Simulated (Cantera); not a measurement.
A closed system holds: 1 mol B2O3, 0.6 mol F2, 0.73 mol H2, 1.2 mol HCl, held at 0.133 bar.

Method: chemical equilibrium by Gibbs-energy minimisation in Cantera with the NASA 1993 tables (ideal gas, pure condensed phases). Candidate condensed phases: B, B2O3, B3O3H3, H2O; 56 gas species. Gases not in the tables: H3BO3. Rates play no part.

Question: Which condensed phases are stable at each of these points (T (°C)): 627, 727, 827, 927, 1027, 1127, 1227, 1327, 1427, 1527, 1627?

Answer: 
```json
[
 {"T (°C)": "627", "condensed phases": "B2O3(l)", "B condensed (%)": "80.8"},
 {"T (°C)": "727", "condensed phases": "B2O3(l)", "B condensed (%)": "81.9"},
 {"T (°C)": "827", "condensed phases": "B2O3(l)", "B condensed (%)": "83.0"},
 {"T (°C)": "927", "condensed phases": "B2O3(l)", "B condensed (%)": "83.7"},
 {"T (°C)": "1027", "condensed phases": "B2O3(l)", "B condensed (%)": "83.6"},
 {"T (°C)": "1127", "condensed phases": "B2O3(l)", "B condensed (%)": "81.2"},
 {"T (°C)": "1227", "condensed phases": "B2O3(l)", "B condensed (%)": "74.1"},
 {"T (°C)": "1327", "condensed phases": "B2O3(l)", "B condensed (%)": "59.8"},
 {"T (°C)": "1427", "condensed phases": "B2O3(l)", "B condensed (%)": "39.7"},
 {"T (°C)": "1527", "condensed phases": "B2O3(l)", "B condensed (%)": "12.9"},
 {"T (°C)": "1627", "condensed phases": "gas only", "B condensed (%)": "0.0"}
]
```

From 627 °C to 1527 °C the condensed part is B2O3(l). At 1627 °C nothing is condensed. The share of B in condensed phases is highest at 927 °C (83.7 %) and lowest at 1627 °C (0.0 %).
